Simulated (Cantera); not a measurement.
A closed system holds: 1 mol SiC, 0.068 mol C, 0.25 mol N2, at 2525 K and 1.00 Torr.

Cantera equilibrium calculation (NASA polynomials, part measured and part estimated; ideal gas, pure solids and liquids). The tables' values for SiN are old estimates; treat these amounts as uncertain. Rates play no part.

```tsv
species	before	after
Si	0.578	0.703
SiC2	0.161	0.196
Si2C	0.0468	0.0692
N2	0.208	0.0266
C2N2	1.88e-5	2.40e-6
CN	0.00158	0.000566
SiN	0.000935	0.000406
Si2N	0.000110	5.82e-5
Si3	4.98e-5	8.97e-5
Si2	0.00216	0.00319
C(graphite), mol	0.624	0.624
```
Gas species are given as mole fractions.

Question: What was changed between the two runs?
(A) N2 from 0.25 to 0.026 mol
(B) N2 from 0.25 to 2.6 mol
(C) N2 from 0.25 to 0.73 mol
(D) temperature from 2525 K to 1523 K

Answer: A, N2 from 0.25 to 0.026 mol
